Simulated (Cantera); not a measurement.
Input: 1 mol SiH2Cl2, 2.3 mol HCl, 29 mol N2, equilibrated at 1.13 Torr.

Cantera equilibrium calculation (NASA polynomials, part measured and part estimated; ideal gas, pure solids and liquids). Candidate condensed phases: NH4Cl, Si, Si3N4; 28 gas species. N2 is the only nitrogen source here; it is nearly inert below about 1500 K, so the nitride shown seldom forms there in practice. The tables' values for SiCl3, SiCl are old estimates; treat these amounts as uncertain. The numbers say what is thermodynamically allowed, not how fast it happens.

log p: log10 of the partial pressure in bar; n: condensed amount in mol.

```csv
T (K),log p N2,log p HCl,log p H2,log p SiCl2,log p SiCl4,log p SiCl3,log p Cl,n Si3N4(s)
1050,-2.88,-3.84,-4.58,-7.48,-4.88,-6.81,-9.68,0.237
1150,-2.88,-3.83,-4.60,[?],-4.93,-6.13,[?],0.240
1250,-2.88,-3.83,-4.60,-5.34,-5.07,-5.63,-7.92,0.221
1350,-2.88,-3.87,-4.51,-4.70,-5.52,-5.46,-7.32,0.141
1450,-2.88,-3.98,-4.35,-4.39,-6.37,-5.66,-6.92,0.0117
1550,-2.88,-3.99,-4.34,-4.36,[?],-5.92,[?],0
1650,-2.88,-3.99,-4.34,-4.35,-7.62,-6.16,-5.97,0
1750,-2.88,-4.00,-4.34,-4.35,-8.15,-6.38,-5.57,0
```

Task: Some entries are withheld; supply them.

Result: 
- 1150, log p SiCl2: -6.29
- 1150, log p Cl: -8.71
- 1550, log p SiCl4: -7.04
- 1550, log p Cl: -6.42
